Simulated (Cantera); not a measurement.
Moist CO burnout

An isothermal, constant-pressure homogeneous reactor starts with 0.207 % CO, 1.38 % O2, 0.0521 % H2O, 98.4 % N2, equivalence ratio 0.075, at 1100 K and 1.70 bar.

Detailed kinetics in Cantera: GRI-Mech 3.0 (53 species, 325 reactions).

```tsv
t (s)	x CO	x O2	x H2O	x NO	x N2O	x OH
5.00e-5	0.00207	0.0138	0.000521	<1e-12	<1e-12	<1e-12
0.000210	0.00207	0.0138	0.000521	<1e-12	<1e-12	<1e-12
0.000879	0.00207	0.0138	0.000521	<1e-12	<1e-12	9.04e-12
0.00368	0.00207	0.0138	0.000521	<1e-12	2.03e-12	5.91e-11
0.0154	0.00207	0.0138	0.000521	<1e-12	5.65e-11	8.04e-10
0.0647	0.00197	0.0137	0.000520	6.40e-11	5.00e-8	5.72e-7
0.271	0.00104	0.0133	0.000520	6.53e-9	5.55e-7	5.82e-7
1.14	0.000166	0.0128	0.000521	2.97e-8	1.14e-6	3.38e-7
4.77	4.15e-6	0.0128	0.000522	4.37e-8	1.14e-6	1.56e-7
20.0	5.10e-9	0.0128	0.000522	5.66e-8	4.87e-7	7.30e-8
```
x: mole fraction; the columns are a selection and need not sum to one.

Equilibrium at this temperature and pressure: CO 1.89e-11, O2 0.0127, H2O 0.000522, NO 2.35e-5, N2O 2.58e-9, OH 2.14e-8 (gas phase only).
